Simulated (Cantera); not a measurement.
A perfectly stirred reactor is fed with H₂ : O₂ : N₂ = 0.74 : 1 : 4.4 (molar parts), equivalence ratio 0.37, at 0.530 bar; it is held at 1275 K, and followed from long to short residence time.

Computed with Cantera and GRI-Mech 3.0 (53 species, 325 reactions). The temperature is held fixed by assumption; the heat of reaction is taken as removed at once.

One state of this run: x H₂ = 8.29e-5; x O₂ = 0.109; x H₂O₂ = 3.06e-7; x H = 3.23e-6; x NO = 6.38e-7. x: mole fraction; the columns are a selection and need not sum to one.

Q: Which value of τ (s) does it belong to?
A. 0.27
B. 2.0
C. 0.73
D. 0.013

A: C, 0.73
